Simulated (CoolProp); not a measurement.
Sulfur hexafluoride along the isobar 40.6 bar: Z from the reference equation and from simpler models built on Tc = 318.7 K, pc = 37.55 bar, ω = 0.210; each cubic takes its own stable root.

The numbers come from the reference Helmholtz-energy equation of state, Guder 2009 in CoolProp.

```csv
T (K),phase,reference
238.1,liquid,0.1670
268.5,liquid,0.1633
298.8,liquid,0.1709
329.2,supercritical,0.5122
359.6,supercritical,0.7185
390,supercritical,0.8078
420.3,supercritical,0.8625
450.7,supercritical,0.8999
481.1,supercritical,0.9267
511.5,supercritical,0.9467
```

Question: How far does each simpler model (van der Waals, Redlich-Kwong, Peng-Robinson) lie from the reference over these 10 states: mean and median of the absolute difference, and the worst?

Answer: 
- van der Waals: mean 18.3 %, median 4.4 %, worst +52.2 % at 238.1 K and 40.6 bar
- Redlich-Kwong: mean 5.2 %, median 2.9 %, worst +15.6 % at 298.8 K and 40.6 bar
- Peng-Robinson: mean 3.0 %, median 2.3 %, worst -7.8 % at 238.1 K and 40.6 bar
